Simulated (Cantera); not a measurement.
Cantera with NASA thermochemical tables; ideal gases at 1 bar, condensed phases pure. Values are per mole of reaction as written; species without (g) are pure solids or liquids, kept so even where they would boil at 1 bar.

Question: Between 300 and 2048 K, where is each reaction favourable under standard conditions?
- Li2O + H(g) ⇌ OH(g) + 2 Li(g)

Answer: 
- Li2O + H(g) ⇌ OH(g) + 2 Li(g): ΔG° is 646 kJ at 300 K and 164 kJ at 2048 K; it stays positive (K < 1). ΔH° is 619 kJ and ΔS° 222 J/K at 2048 K.
